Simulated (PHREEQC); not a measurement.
Consider water at 25 °C with 0.0054 mol HCl, 0.0115 mol CaCl2 and 0.0051 mol MnSO4 per kg of water. Closed to the air; pH follows from the charge balance.

The numbers come from PHREEQC with the ion-association model, phreeqc.dat.

**Question.** The ionic strength comes out as 0.0521 mol/kgw. What activity coefficients do CaHSO4+, Mn+2, SO4-2, Ca+2, H+ get?

**Answer.** CaHSO4+ 0.82, Mn+2 0.48, SO4-2 0.46, Ca+2 0.47, H+ 0.85.

Precipitation was switched off in this run. Species that the database lacks are ignored.
